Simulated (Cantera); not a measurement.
# Stirred combustor or abatement burner

A perfectly stirred reactor is fed with CH4 : H2 : O2 : N2 : CO2 = 1 : 0.13 : 2.72 : 10.2 : 1.6 (molar parts), at 10.0 bar; it is adiabatic with a 350 K inlet, and is followed from long to short residence time, starting on the burning branch (τ in s: 0.049, 0.019, 0.007, 0.0026, 0.00098, 0.00037, 0.00014, 5.2e-05, 1.9e-05).

Cantera simulation using GRI-Mech 3.0 (53 species, 325 reactions); the numbers are that mechanism's predictions, not measurements.

| τ (s) | T (K) | x CH4 | x H2 | x O2 | x NO | x CO2 | x C2H6 | x N2O |
|---|---|---|---|---|---|---|---|---|
| 0.049 | 1773 | 1.02e-5 | 3.28e-5 | 0.0421 | 6.64e-6 | 0.167 | 1.46e-9 | 5.09e-7 |
| 0.019 | 1771 | 2.08e-5 | 5.87e-5 | 0.0422 | 5.38e-6 | 0.166 | 5.40e-9 | 7.35e-7 |
| 0.0070 | 1766 | 4.34e-5 | 0.000113 | 0.0425 | 4.92e-6 | 0.166 | 1.96e-8 | 1.07e-6 |
| 0.0026 | 1757 | 9.19e-5 | 0.000222 | 0.0431 | 4.56e-6 | 0.164 | 7.03e-8 | 1.41e-6 |
| 0.00098 | 1736 | 0.000211 | 0.000450 | 0.0446 | 3.69e-6 | 0.162 | 2.90e-7 | 1.52e-6 |
| 0.00037 | 350 | 0.0639 | 0.00831 | 0.174 | <1e-12 | 0.102 | <1e-12 | <1e-12 |
| 0.00014 | 350 | 0.0639 | 0.00831 | 0.174 | <1e-12 | 0.102 | <1e-12 | <1e-12 |
| 5.2e-5 | 350 | 0.0639 | 0.00831 | 0.174 | <1e-12 | 0.102 | <1e-12 | <1e-12 |
| 1.9e-5 | 350 | 0.0639 | 0.00831 | 0.174 | <1e-12 | 0.102 | <1e-12 | <1e-12 |
x: mole fraction; the columns are a selection and need not sum to one.
